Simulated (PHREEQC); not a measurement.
1 kg of water holding 31 mmol/kgw Na2SO4, 23 mmol/kgw NaCl and 30 mmol/kgw KCl is evaporated at 25 °C; the solids stay in contact with the brine. No CO2 enters from the air. The run lets Arcanite, Glaserite, Halite, Mirabilite, Misenite, Sylvite, Thenardite precipitate or redissolve, and no other solid.

Computed with PHREEQC (Pitzer model, pitzer.dat).

```
water left (kg)  ionic strength  water activity  Halite (mol)  Thenardite (mol)  Glaserite (mol)  Cl in solution (mol/kgw)
---------------  --------------  --------------  ------------  ----------------  ---------------  ------------------------
1                         0.146           0.997             0                 0                0                    0.0530
0.6755                    0.216           0.995             0                 0                0                    0.0785
0.4563                      ___           0.993             0                 0                0                     0.116
0.2533                      ___           0.988             0                 0                0                     0.209
0.1711                    0.853           0.983             0                 0                0                       ___
0.1156                     1.26             ___             0                 0                0                     0.458
0.06418                    2.27           0.956             0                 0                0                     0.826
0.04335                    3.37           0.935             0                 0                0                      1.22
0.0293                     4.98           0.902             0                 0                0                      1.81
0.01979                     ___           0.856             0                 0          0.00262                       ___
0.01337                    8.33             ___             0                 0              ___                      3.96
0.007426                   8.45           0.728       0.00920            0.0101          0.00727                      5.90
0.005012                   8.45           0.728        0.0234            0.0104          0.00816                      5.90
```

What belongs in the gaps?


- 0.4563, ionic strength: 0.320
- 0.2533, ionic strength: 0.576
- 0.1711, Cl in solution (mol/kgw): 0.310
- 0.1156, water activity: 0.975
- 0.01979, ionic strength: 6.58
- 0.01979, Cl in solution (mol/kgw): 2.68
- 0.01337, water activity: 0.789
- 0.01337, Glaserite (mol): 0.00576
